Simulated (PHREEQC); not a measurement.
PHREEQC input (ion-association model, wateq4f.dat):

```
SOLUTION_MASTER_SPECIES
  An  An-  0  An  62.0  # stands for a non-complexing anion
SOLUTION_SPECIES
  An- = An-
    -log_k 0
    -gamma 3.0 0
PHASES
  Fix_H+
    H+ = H+
    -log_k 0
SOLUTION 1
  temp 25
  units mmol/kgw
  pH 7 charge
  Cl 0.046
  Ni 0.023
  Na 50
  An 50
END
SELECTED_OUTPUT 1
  -reset false
  -pH true
  -pe true
  -ionic_strength true
  -water true
  -totals Cl Na Ni
  -molalities Hfo_wOH Hfo_wOH2+ Hfo_wO- Hfo_sOH Hfo_sOH2+ Hfo_sO- Hfo_sONi+ Hfo_wONi+
  -saturation_indices Ni(OH)2 Halite
USER_PUNCH 1
  -headings sigma psi
  10 PUNCH EDL("sigma", "Hfo"), EDL("psi", "Hfo")
PRINT
  -reset false
USE solution 1
SURFACE 1
  Hfo_wOH 0.000107865 600 0.048
  Hfo_sOH 2.69663e-06
EQUILIBRIUM_PHASES 1
  Fix_H+ -3 HAn 10
    -force_equality true
  O2(g) -0.68 10
END
# ... the last block is repeated for the other 12 points of pH, with NaOH or the acid as the point needs
```

Selected output (columns that matter, 13 of 13 rows; pH added in front):

```
pH	mu	Na	Ni	m_Hfo_wOH	m_Hfo_wOH2+	m_Hfo_wO-	m_Hfo_sOH	m_Hfo_sOH2+	m_Hfo_sO-	m_Hfo_sONi+	si_Ni(OH)2	si_Halite	sigma	psi
3	0.051295	0.05	2.3e-05	3.8649e-06	0.000104	3.2904e-09	9.6622e-08	2.5999e-06	8.2261e-11	3.2459e-12	-9.7851	-7.3963	0.35714	0.16919
3.5	0.05049	0.05	2.3e-05	1.0257e-05	9.7583e-05	2.4699e-08	2.5642e-07	2.4396e-06	6.1746e-10	3.0592e-11	-8.7832	-7.3953	0.33504	0.16633
4	0.05023	0.05	2.3e-05	2.2043e-05	8.5693e-05	1.2989e-07	5.5101e-07	2.1421e-06	3.247e-09	2.6901e-10	-7.7826	-7.395	0.29384	0.15974
4.5	0.050142	0.05	2.2998e-05	3.7537e-05	6.9866e-05	4.62e-07	9.3766e-07	1.7452e-06	1.1541e-08	2.1926e-09	-6.7824	-7.3948	0.23835	0.14908
5	0.050108	0.05	2.2982e-05	5.2858e-05	5.3817e-05	1.1893e-06	1.3132e-06	1.3371e-06	2.9549e-08	1.679e-08	-5.7826	-7.3948	0.18077	0.13501
5.5	0.050092	0.05	2.2873e-05	6.5233e-05	4.02e-05	2.425e-06	1.5583e-06	9.6033e-07	5.7931e-08	1.2003e-07	-4.7846	-7.3948	0.13001	0.11833
6	0.050081	0.05	2.2274e-05	7.3888e-05	2.972e-05	4.2081e-06	1.3838e-06	5.5661e-07	7.881e-08	6.7744e-07	-3.7962	-7.3948	0.089512	0.099708
6.5	0.050071	0.05	2.0783e-05	7.9098e-05	2.1882e-05	6.5499e-06	5.9915e-07	1.6575e-07	4.9614e-08	1.8821e-06	-2.8263	-7.3947	0.059188	0.079747
7	0.050061	0.05	1.8336e-05	8.0521e-05	1.5816e-05	9.3914e-06	1.2853e-07	2.5245e-08	1.499e-08	2.5279e-06	-1.8809	-7.3947	0.037187	0.058968
7.5	0.050055	0.050016	1.1924e-05	7.6045e-05	9.6033e-06	1.3795e-05	3.2332e-08	4.083e-09	5.8651e-09	2.6543e-06	-1.0685	-7.3946	0.02306	0.040738
8	0.05005	0.050035	4.2957e-06	6.6736e-05	5.1015e-06	1.9999e-05	1.503e-08	1.1489e-09	4.5041e-09	2.6759e-06	-0.5143	-7.3944	0.012742	0.024056
8.5	0.05005	0.050048	8.2401e-07	6.0045e-05	3.3008e-06	2.5023e-05	1.1136e-08	6.1215e-10	4.6406e-09	2.6802e-06	-0.2402	-7.3943	0.0015074	0.0029493
9	0.05006	0.050061	1.2143e-07	5.637e-05	2.5305e-06	2.8766e-05	1.0093e-08	4.531e-10	5.1508e-09	2.6809e-06	-0.1094	-7.3942	-0.011265	-0.021424
```

The oxide is taken as insoluble; below pH 4 it would dissolve.
